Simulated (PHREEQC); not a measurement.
# Arsenic or selenium liquor: an equilibrium model

Dissolve 65 mmol/kgw Na2SeO3 at 25 °C. Closed to the air; pH follows from the charge balance.

All values are PHREEQC results (ion-association model, wateq4f.dat), not measurements.

```yaml
pH: 10.39
ionic_strength: 0.195 mol/kgw
```

```csv
species,molality,activity,log γ
Na+,0.130,0.0969,-0.128
SeO3-2,0.0646,0.0202,-0.505
OH-,0.000347,0.000246,-0.149
HSeO3-,0.000347,0.000259,-0.126
```

Precipitation was switched off in this run.
